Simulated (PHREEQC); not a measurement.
**Ultrapure water in contact with air or piping: an equilibrium model**

A made-up water analysis in mg/kgw, 80 °C, pH 6.81, pe 10.8: Na 0.257; K 0.0097; Ca 0.103; Mg 0.0731; Cl 0.163; S(6) as SO4 0.661; Alkalinity as HCO3 0.26; Pb 0.0473; Zn 0.00437.

Na is adjusted to close the charge balance.
Valence states are taken as typed.

Equilibrium calculation in PHREEQC: ion-association model, phreeqc.dat.

Each row changes one thing in this solution. No solid was allowed to form.

| case | HCO3- (mol/kgw) | CO2 (mol/kgw) | Pb+2 (mol/kgw) | Zn+2 (mol/kgw) | PbOH+ (mol/kgw) | MgSO4 (mol/kgw) | SI of Pb(OH)2 (Pb(OH)2) | SI of Anglesite (PbSO4) |
|---|---|---|---|---|---|---|---|---|
| as made | 2.70e-6 | 9.13e-7 | 1.99e-7 | 5.41e-8 | 2.42e-8 | 1.49e-8 | +0.34 | -4.35 |
| temperature from 80 to 50 °C at the same typed pH | ___ | 1.19e-6 | 1.97e-7 | 6.41e-8 | 2.42e-8 | 8.25e-9 | -0.46 | ___ |
| all concentrations times 3 at the same typed pH | 1.10e-5 | 3.71e-6 | 5.59e-7 | 1.62e-7 | 6.69e-8 | 1.26e-7 | +0.78 | -3.44 |
| pH from 6.81 to 6.31 at the same alkalinity | 4.20e-6 | 4.45e-6 | 2.16e-7 | ___ | ___ | 1.49e-8 | -0.61 | ___ |

**Question.** Some entries are withheld; supply them.

**Answer.** 
- temperature from 80 to 50 °C at the same typed pH, HCO3- (mol/kgw): 4.02e-6
- temperature from 80 to 50 °C at the same typed pH, SI of Anglesite (PbSO4): -4.23
- pH from 6.81 to 6.31 at the same alkalinity, Zn+2 (mol/kgw): 6.21e-8
- pH from 6.81 to 6.31 at the same alkalinity, PbOH+ (mol/kgw): 8.40e-9
- pH from 6.81 to 6.31 at the same alkalinity, SI of Anglesite (PbSO4): -4.31

Some of these states are supersaturated (in Pb(OH)2, for instance). Away from 25 °C the constants follow the database's enthalpies or fits; those with neither stay at their 25 °C values.
